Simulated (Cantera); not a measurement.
Cantera run, input and output.

```python
import numpy as np
import cantera as ct

gas = ct.Solution("gri30.yaml")
gas.TPX = 1275, 100000, {'CO': 0.026, 'O2': 0.014, 'H2O': 0.006, 'N2': 1}
reactor = ct.IdealGasConstPressureReactor(gas, energy="off", clone=False)
net = ct.ReactorNet([reactor])
net.rtol, net.atol = 1e-08, 1e-18
show = ['CO', 'O2', 'H2O', 'H', 'NO']
times = np.geomspace(2e-05, 40, 13)

steps = ct.SolutionArray(gas, extra=["t"])
rows = []
print(f"{'t/s':>10s}{'T/K':>9s}{'P/Pa':>11s}" + "".join(f"{s:>11s}" for s in show))
for t in times:
    while net.time < t:
        t_next = net.step()
        steps.append(gas.state, t=t_next)
    rows.append([np.interp(t, steps.t, y) for y in (steps.T, steps.P, *steps(*show).X.T)])
    print(f"{t:10.3e}{rows[-1][0]:9.1f}{rows[-1][1]:11.4g}" + "".join(f"{x:11.3e}" for x in rows[-1][2:]))
rate = np.gradient(steps.T, steps.t)
print("integrator steps:", len(steps.t))
if steps.T.max() > steps.T[0] + 200:
    print(f"time of steepest temperature rise: {steps.t[rate.argmax()]:.4e} s")
gas.TPX = 1275, 100000, {'CO': 0.026, 'O2': 0.014, 'H2O': 0.006, 'N2': 1}
gas.equilibrate("TP")
print(f"equilibrium (TP): T = {gas.T:.1f} K  " + "  ".join(f"{s} {gas[s].X[0]:.3e}" for s in show))
```

Result:

```
       t/s      T/K       P/Pa         CO         O2        H2O          H         NO
 2.000e-05   1275.0      1e+05  2.486e-02  1.338e-02  5.736e-03  1.020e-11  1.611e-18
 6.701e-05   1275.0      1e+05  2.486e-02  1.338e-02  5.736e-03  1.634e-10  2.156e-17
 2.245e-04   1275.0      1e+05  2.486e-02  1.338e-02  5.736e-03  2.084e-09  2.892e-16
 7.521e-04   1275.0      1e+05  2.486e-02  1.338e-02  5.736e-03  7.944e-08  1.440e-14
 2.520e-03   1275.0      1e+05  2.090e-02  1.115e-02  5.206e-03  5.883e-04  1.730e-07
 8.442e-03   1275.0      1e+05  3.175e-03  2.617e-03  5.385e-03  3.047e-04  3.674e-06
 2.828e-02   1275.0      1e+05  6.861e-04  1.326e-03  5.706e-03  3.438e-05  3.977e-06
 9.476e-02   1275.0      1e+05  1.399e-04  1.037e-03  5.784e-03  3.213e-06  4.014e-06
 3.175e-01   1275.0      1e+05  2.120e-05  9.756e-04  5.803e-03  2.032e-07  4.018e-06
 1.064e+00   1275.0      1e+05  2.685e-06  9.668e-04  5.807e-03  1.066e-08  4.020e-06
 3.564e+00   1275.0      1e+05  4.044e-07  9.660e-04  5.808e-03  7.589e-10  4.029e-06
 1.194e+01   1275.0      1e+05  1.042e-07  9.659e-04  5.808e-03  1.173e-10  4.034e-06
 4.000e+01   1275.0      1e+05  7.502e-08  9.660e-04  5.808e-03  7.586e-11  4.034e-06
integrator steps: 1993
equilibrium (TP): T = 1275.0 K  CO 7.525e-08  O2 9.553e-04  H2O 5.808e-03  H 7.583e-11  NO 2.520e-05
```

Cantera simulation using GRI-Mech 3.0 (53 species, 325 reactions); the numbers are that mechanism's predictions, not measurements.
